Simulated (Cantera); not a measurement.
A perfectly stirred reactor is fed with 5.71 % CH4, 6.85 % CO, 18.3 % O2, 69.1 % N2, equivalence ratio 0.81, at 101000 Pa; it is adiabatic with a 498 K inlet, and is followed from long to short residence time, starting on the burning branch (τ in s: 0.045, 0.019, 0.008, 0.0034, 0.0014, 0.00061, 0.00026, 0.00011, 4.6e-05, 1.9e-05, 8.2e-06).

Computed with Cantera and GRI-Mech 3.0 (53 species, 325 reactions).

**Question.** Predict: blow-out, bracketed by the residence times tried; x(CH4) at τ = 45.0 ms; x(CO) at τ = 45.0 ms; x(O2) at τ = 45.0 ms; x(N2O) at τ = 45.0 ms; x(H2O) at τ = 45.0 ms; x(CH4) at τ = 0.610 ms; x(CO) at τ = 0.610 ms; x(O2) at τ = 0.610 ms; x(N2O) at τ = 0.610 ms; x(H2O) at τ = 0.610 ms.

**Answer.** 
* **blow-out, bracketed by the residence times tried**: burning at 0.110 ms, out at 46.0 µs
* **x(CH4) at τ = 45.0 ms**: 4.06e-6
* **x(CO) at τ = 45.0 ms**: 0.00621
* **x(O2) at τ = 45.0 ms**: 0.0377
* **x(N2O) at τ = 45.0 ms**: 2.99e-7
* **x(H2O) at τ = 45.0 ms**: 0.114
* **x(CH4) at τ = 0.610 ms**: 0.000102
* **x(CO) at τ = 0.610 ms**: 0.0281
* **x(O2) at τ = 0.610 ms**: 0.0487
* **x(N2O) at τ = 0.610 ms**: 2.16e-7
* **x(H2O) at τ = 0.610 ms**: 0.103
